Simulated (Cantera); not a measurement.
An adiabatic, constant-pressure homogeneous reactor starts with CH3OH : O2 : N2 = 1 : 1.25 : 4.7 (molar parts), at 1750 K and 1.28 atm. Integrator tolerance rtol = 1e-08.

Computed with Cantera and GRI-Mech 3.0 (53 species, 325 reactions). GRI-Mech 3.0 was tuned for natural gas; its chemistry of methanol as a main component is partial and can be far from experiment.

Q: What does this change do: CH3OH 1 to 1.4 parts?

A: 
```tsv
quantity	before	after
time of steepest temperature rise	25.3 µs	22.0 µs
temperature at 0.700 s	2831 K	2793 K
equilibrium temperature	2831 K	2793 K
x(CH3OH) at 0.700 s	<1e-12 (gas-phase equilibrium <1e-12)	<1e-12 (gas-phase equilibrium <1e-12)
x(O2) at 0.700 s	0.0132 (gas-phase equilibrium 0.0132)	0.00230 (gas-phase equilibrium 0.00230)
x(NO) at 0.700 s	0.00829 (gas-phase equilibrium 0.00829)	0.00309 (gas-phase equilibrium 0.00309)
x(H2O2) at 0.700 s	3.34e-7 (gas-phase equilibrium 3.34e-7)	1.42e-7 (gas-phase equilibrium 1.42e-7)
x(O) at 0.700 s	0.00621 (gas-phase equilibrium 0.00621)	0.00224 (gas-phase equilibrium 0.00224)
```

Q: What does this change do: CH3OH 1 to 1.6 parts?

A: 
| quantity | before | after |
|---|---|---|
| time of steepest temperature rise | 25.3 µs | 20.9 µs |
| temperature at 0.700 s | 2831 K | 2744 K |
| equilibrium temperature | 2831 K | 2744 K |
| x(CH3OH) at 0.700 s | <1e-12 (gas-phase equilibrium <1e-12) | <1e-12 (gas-phase equilibrium <1e-12) |
| x(O2) at 0.700 s | 0.0132 (gas-phase equilibrium 0.0132) | 0.000875 (gas-phase equilibrium 0.000875) |
| x(NO) at 0.700 s | 0.00829 (gas-phase equilibrium 0.00829) | 0.00173 (gas-phase equilibrium 0.00173) |
| x(H2O2) at 0.700 s | 3.34e-7 (gas-phase equilibrium 3.34e-7) | 7.98e-8 (gas-phase equilibrium 7.98e-8) |
| x(O) at 0.700 s | 0.00621 (gas-phase equilibrium 0.00621) | 0.00113 (gas-phase equilibrium 0.00113) |
